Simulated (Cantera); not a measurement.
# Stirred combustor or abatement burner

A perfectly stirred reactor is fed with 7.42 % CO, 1.04 % H₂, 4.30 % CH₄, 18.3 % O₂, 68.9 % N₂, at 3.06 atm; it is adiabatic with a 525 K inlet, and is followed from long to short residence time, starting on the burning branch (τ in s: 0.22, 0.085, 0.033, 0.012, 0.0047, 0.0018, 0.00069, 0.00026, 0.0001).

Model: GRI-Mech 3.0 (53 species, 325 reactions), integrated in Cantera.

```json
[
 {"τ (s)": "0.22", "T (K)": "2111", "x CO": "0.00102", "x H₂": "0.000165", "x CH₄": "5.82e-7", "x NO": "0.00166", "x CH₂O": "8.75e-8", "x C₂H₆": "<1e-12"},
 {"τ (s)": "0.085", "T (K)": "2111", "x CO": "0.00117", "x H₂": "0.000182", "x CH₄": "1.42e-6", "x NO": "0.000863", "x CH₂O": "2.16e-7", "x C₂H₆": "1.39e-12"},
 {"τ (s)": "0.033", "T (K)": "2108", "x CO": "0.00150", "x H₂": "0.000222", "x CH₄": "3.27e-6", "x NO": "0.000440", "x CH₂O": "5.07e-7", "x C₂H₆": "6.96e-12"},
 {"τ (s)": "0.012", "T (K)": "2100", "x CO": "0.00228", "x H₂": "0.000320", "x CH₄": "7.32e-6", "x NO": "0.000236", "x CH₂O": "1.16e-6", "x C₂H₆": "3.05e-11"},
 {"τ (s)": "0.0047", "T (K)": "2085", "x CO": "0.00372", "x H₂": "0.000506", "x CH₄": "1.43e-5", "x NO": "0.000147", "x CH₂O": "2.33e-6", "x C₂H₆": "9.46e-11"},
 {"τ (s)": "0.0018", "T (K)": "2057", "x CO": "0.00633", "x H₂": "0.000848", "x CH₄": "2.73e-5", "x NO": "9.44e-5", "x CH₂O": "4.53e-6", "x C₂H₆": "2.62e-10"},
 {"τ (s)": "0.00069", "T (K)": "2012", "x CO": "0.0106", "x H₂": "0.00140", "x CH₄": "5.27e-5", "x NO": "5.92e-5", "x CH₂O": "8.65e-6", "x C₂H₆": "7.17e-10"},
 {"τ (s)": "0.00026", "T (K)": "1943", "x CO": "0.0172", "x H₂": "0.00220", "x CH₄": "0.000110", "x NO": "3.65e-5", "x CH₂O": "1.70e-5", "x C₂H₆": "2.29e-9"},
 {"τ (s)": "0.00010", "T (K)": "1841", "x CO": "0.0276", "x H₂": "0.00317", "x CH₄": "0.000259", "x NO": "2.18e-5", "x CH₂O": "3.56e-5", "x C₂H₆": "1.04e-8"}
]
```
x: mole fraction; the columns are a selection and need not sum to one.
